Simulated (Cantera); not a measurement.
A closed system holds: 1 mol Si₃N₄, 0.015 mol Si, 0.088 mol N₂, equilibrated at 1525 K and 1 atm.

Cantera equilibrium calculation (NASA polynomials, part measured and part estimated; ideal gas, pure solids and liquids). Candidate condensed phases: Si, Si₃N₄; 7 gas species. Kinetics and transport are ignored.

Base state: N₂ 1.00 (mole fractions); condensed: Si₃N₄(s).

Task: What changes in the equilibrium state with this change: temperature from 1525 K to 2675 K?

Result: 
```csv
species,before,after
N₂,1.00,0.981
Si,<1e-9,0.0159
SiN,<1e-9,0.00125
Si₂N,<1e-9,0.000991
Si₂,<1e-9,0.000540
"Si₃N₄(s), mol",1.00,0
"Si(l), mol",0,2.97
```
The tables' values for SiN are old estimates; treat these amounts as uncertain.

Task: What changes in the equilibrium state with this change: 0.48 mol H₂O added?

Result: 
| species | before | after |
|---|---|---|
| H₂ | 0 | 0.668 |
| N₂ | 1.00 | 0.331 |
| H | 0 | 1.92e-5 |
| NH₃ | 0 | 1.83e-5 |
| Si₃N₄(s), mol | 1.00 | 0.685 |
| Si₂N₂O(s), mol | 0 | 0.480 |
Mutual solubility and eutectic melting of coexisting phases are not modelled. Further candidate phases: H₂O, SiO₂, Si₂N₂O.
